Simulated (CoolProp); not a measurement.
The fluid at 479.7 K and 5.95 MPa flows at 14 m/s in a round tube of 20 mm bore and 45 µm roughness, fully developed (64/Re and Nu = 3.66 if laminar; Colebrook and Gnielinski if turbulent). The same conditions are run with several fluids, on thermodynamics alone (safety and materials aside).

Computed with CoolProp (reference Helmholtz-energy equation of state of each fluid (CF4 (R14): Platzer 1990; R407C: Lemmon 2003; R410A: Lemmon 2003; isobutane: Bücker 2006; dry air: Lemmon 2000)). The equations of Platzer and Polt are older, rougher fits. Blends and air are pseudo-pure fits.

```
fluid      Reynolds number  Darcy friction factor  pressure drop (Pa/m)  heat-transfer coefficient (W/(m² K))  mass flow (kg/h)
---------  ---------------  ---------------------  --------------------  ------------------------------------  ----------------
CF4 (R14)                …                 0.0243                 15600                                  5790                 …
R407C              1810000                 0.0243                 18100                                  8570                 …
R410A                    …                 0.0243                 14700                                     …                 …
isobutane          2110000                 0.0243                     …                                 18300              2190
dry air             440000                      …                  5090                                  2230               670
```

Task: Some entries are withheld; supply them.

Result: 
- CF4 (R14), Reynolds number: 1370000
- CF4 (R14), mass flow (kg/h): 2080
- R407C, mass flow (kg/h): 2410
- R410A, Reynolds number: 1530000
- R410A, heat-transfer coefficient (W/(m² K)): 6830
- R410A, mass flow (kg/h): 1960
- isobutane, pressure drop (Pa/m): 16400
- dry air, Darcy friction factor: 0.0246

Transport values come from each fluid's own correlations; those of CF4 (R14) are estimates that may be off by 10 % or more.
